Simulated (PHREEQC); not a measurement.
Solution (25 °C): 0.014 mmol/kgw NaH2PO4, 0.017 mmol/kgw Na2B4O7 and 0.0026 mmol/kgw NaCl. Closed to the air; pH follows from the charge balance.

Model: ion-association model, phreeqc.dat, run in PHREEQC.

```
Item                       Result
----------------  ---------------
pH                           8.70
ionic strength    6.42e-5 mol/kgw
total alkalinity    0.0340 meq/kg
```

```csv
species,molality,activity,log γ
H3BO3,5.27e-5,5.27e-5,0.000
Na+,5.06e-5,5.01e-5,-0.004
H2BO3-,1.53e-5,1.52e-5,-0.004
HPO4-2,1.36e-5,1.31e-5,-0.016
OH-,5.11e-6,5.06e-6,-0.004
Cl-,2.60e-6,2.58e-6,-0.004
```

Precipitation was switched off in this run. Complexes and solids missing from the database can't appear.
